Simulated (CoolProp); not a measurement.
Values from CoolProp's reference Helmholtz-energy equation of state, Gedanitz 2015.

Question: Give the vapour pressure (MPa), vapour density (kg/m³), liquid cp (kJ/(kg K)), surface tension (mN/m) of saturated cyclopentane at 299.2 K.

Answer: 
| T (K) | p (MPa) | vapour density (kg/m³) | liquid cp (kJ/(kg K)) | surface tension (mN/m) |
|---|---|---|---|---|
| 299.2 | 0.0441 | 1.27 | 1.82 | 21.7 |

Surface tension comes from a separate correlation (Mulero 2014).
